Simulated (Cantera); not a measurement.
Input: 1 mol H2S, 0.44 mol H2O, 3.9 mol H2, held at 425 °C and 3.50 mbar.

Equilibrium computed with Cantera from the NASA thermochemical tables; the gas is ideal and each condensed phase is pure. Candidate condensed phases: H2O, H2SO4, S; 19 gas species. Rates play no part.

Base state: H2 0.730, H2S 0.187, H2O 0.0824 (mole fractions); condensed: gas only.

**Question.** What changes in the equilibrium state with this change: 0.23 mol CH4 added?

**Answer.** 
```json
[
 {"species": "H2", "before": "0.730", "after": "0.754"},
 {"species": "H2S", "before": "0.187", "after": "0.169"},
 {"species": "H2O", "before": "0.0824", "after": "0.0373"},
 {"species": "CO", "before": "0", "after": "0.0190"},
 {"species": "CH4", "before": "0", "after": "0.0108"},
 {"species": "CO2", "before": "0", "after": "0.00902"},
 {"species": "COS", "before": "0", "after": "0.000149"}
]
```
Further candidate phases: C, C6H6, C7H8, C8H18.

**Question.** What changes in the equilibrium state with this change: temperature from 425 °C to 1552 °C?

**Answer.** 
```tsv
species	before	after
H2	0.730	0.820
H2O	0.0824	0.0718
S2	9.55e-8	0.0701
H2S	0.187	0.0128
SH	4.43e-9	0.0112
H	<1e-9	0.00674
S	<1e-9	0.00406
SO	<1e-9	0.00239
```

**Question.** What changes in the equilibrium state with this change: temperature from 425 °C to 1800 °C?

**Answer.** 
```json
[
 {"species": "H2", "before": "0.730", "after": "0.789"},
 {"species": "H2O", "before": "0.0824", "after": "0.0615"},
 {"species": "S2", "before": "9.55e-8", "after": "0.0563"},
 {"species": "H2S", "before": "0.187", "after": "0.00540"},
 {"species": "H", "before": "<1e-9", "after": "0.0395"},
 {"species": "S", "before": "<1e-9", "after": "0.0202"},
 {"species": "SH", "before": "4.43e-9", "after": "0.0176"},
 {"species": "SO", "before": "<1e-9", "after": "0.00866"},
 {"species": "SO2", "before": "<1e-9", "after": "0.00118"},
 {"species": "OH", "before": "<1e-9", "after": "0.000350"},
 {"species": "S2O", "before": "<1e-9", "after": "4.39e-5"}
]
```
